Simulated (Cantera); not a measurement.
Gas-phase reforming

An isothermal, constant-pressure homogeneous reactor starts with 59.5 % CH4, 26.2 % CO2, 14.3 % H2, at 1875 K and 17000 Pa.

Detailed kinetics in Cantera: GRI-Mech 3.0 (53 species, 325 reactions). GRI-Mech 3.0 stops at C3 and has no aromatics, soot or wall deposition, so with more carbon than oxygen in the feed, carbon stays in small species such as C2H2 where larger ones or solid carbon would form.

```tsv
t (s)	x CH4	x CO2	x H2	x H2O2	x OH
0.000200	0.570	0.259	0.156	<1e-12	1.10e-6
0.000632	0.426	0.233	0.263	<1e-12	3.24e-6
0.00200	0.213	0.170	0.432	<1e-12	6.21e-6
0.00632	0.0789	0.0852	0.494	1.48e-12	1.31e-5
0.0200	0.0227	0.0165	0.498	3.76e-12	2.15e-5
0.0632	0.0127	0.00868	0.536	2.04e-12	1.59e-5
0.200	0.00817	0.00427	0.585	<1e-12	6.67e-6
0.632	0.00344	0.000741	0.618	<1e-12	1.06e-6
2.00	0.000950	6.01e-6	0.626	<1e-12	8.50e-9
```
x: mole fraction; the columns are a selection and need not sum to one.

Equilibrium at this temperature and pressure: CH4 0.000851, CO2 3.06e-8, H2 0.626, H2O2 <1e-12, OH 4.40e-11 (gas phase only).
